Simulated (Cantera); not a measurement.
A perfectly stirred reactor is fed with CO : O₂ : H₂O : N₂ = 0.0075 : 0.0021 : 0.00072 : 1 (molar parts), equivalence ratio 1.8, at 100000 Pa; it is held at 1400 K, and followed from long to short residence time.

Cantera simulation using GRI-Mech 3.0 (53 species, 325 reactions); the numbers are that mechanism's predictions, not measurements.

**Question.** What does this change do: pressure from 100000 Pa to 460000 Pa?

**Answer.** 
```csv
quantity,before,after
x(CO) at τ = 4.00 s,0.00309,0.00310
x(O₂) at τ = 4.00 s,4.23e-6,2.15e-6
x(H₂O) at τ = 4.00 s,0.000519,0.000538
x(N₂O) at τ = 4.00 s,5.91e-9,6.41e-9
x(H) at τ = 4.00 s,5.90e-5,1.20e-5
x(CO) at τ = 15.0 ms,0.00405,0.00335
x(O₂) at τ = 15.0 ms,0.000430,0.000102
x(H₂O) at τ = 15.0 ms,0.000401,0.000551
x(N₂O) at τ = 15.0 ms,1.11e-7,1.93e-7
x(H) at τ = 15.0 ms,0.000427,0.000122
```
